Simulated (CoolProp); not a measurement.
Vapour-liquid equilibrium of R125 (1) + R227EA (2) at 1.22 MPa; x and y are mole fractions of (1).

Values from CoolProp's multi-fluid Helmholtz-energy mixture model, Lemmon 2005 and Lemmon 2016; pair parameters Bell 2016.

Q: Give the bubble temperature and the first vapour's composition at x = 0.2, 0.425, 0.875. Is there an azeotrope?

A: x = 0.2: 51.1 °C, y = 0.331; x = 0.425: 40.6 °C, y = 0.607; x = 0.875: 24.2 °C, y = 0.940. No azeotrope shows between x = 0.05 and 0.95.

The pair parameters rest on a limited set of measurements; away from them the model extrapolates.
